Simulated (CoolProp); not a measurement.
Values from CoolProp's reference Helmholtz-energy equation of state, Lemmon 2005. It is a short technical equation, of lower accuracy than the large ones.

Task: For isobutene, give the phase and the density (kg/m³), cp (kJ/(kg K)), cv (kJ/(kg K)) at 485.2 K and 2.15 MPa; 485.2 K and 3.44 MPa; 485.2 K and 5.16 MPa.

Result: 
- 485.2 K and 2.15 MPa: gas; density 34.0, cp 2.44, cv 2.17
- 485.2 K and 3.44 MPa: gas; density 59.8, cp 2.60, cv 2.20
- 485.2 K and 5.16 MPa: supercritical; density 104, cp 2.95, cv 2.24
